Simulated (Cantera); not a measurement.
A perfectly stirred reactor is fed with H2 : O2 = 0.12 : 1 (molar parts), at 0.0180 bar; it is held at 1075 K, and followed from long to short residence time.

Cantera simulation using the H2/O2 subset of GRI-Mech 3.0, which has no nitrogen chemistry; the numbers are that mechanism's predictions, not measurements. Radical loss at walls, strong at low pressure, is not modelled. The temperature is held fixed by assumption; the heat of reaction is taken as removed at once.

**Question.** What does this change do: temperature 1075 to 1300 K?

**Answer.** 
| quantity | before | after |
|---|---|---|
| x(H2) at τ = 3.30 s | 0.000219 | 0.000124 |
| x(O2) at τ = 3.30 s | 0.886 | 0.885 |
| x(O) at τ = 3.30 s | 0.000623 | 0.00136 |
| x(H2O) at τ = 3.30 s | 0.113 | 0.112 |
| x(HO2) at τ = 3.30 s | 3.16e-6 | 1.45e-6 |
| x(H2) at τ = 25.0 ms | 0.00386 | 0.00229 |
| x(O2) at τ = 25.0 ms | 0.872 | 0.856 |
| x(O) at τ = 25.0 ms | 0.0118 | 0.0261 |
| x(H2O) at τ = 25.0 ms | 0.104 | 0.102 |
| x(HO2) at τ = 25.0 ms | 1.09e-5 | 5.75e-6 |
